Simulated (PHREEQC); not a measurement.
Consider water at 30 °C with 0.019 mol/kgw KH2PO4, 0.048 mol/kgw Na2HPO4 and 0.00092 mol/kgw NaCl. Closed to the air; pH follows from the charge balance.

Computed with PHREEQC (ion-association model, wateq4f.dat).

Task: The ionic strength comes out as 0.158 mol/kgw. What activity coefficients do K+, KHPO4-, PO4-3, H2PO4-, Cl- get?

Result: K+ 0.73, KHPO4- 0.76, PO4-3 0.077, H2PO4- 0.76, Cl- 0.73.

No solid was allowed to form. H3PO4, which wateq4f.dat lacks, is added to it with the constant of phreeqc.dat.
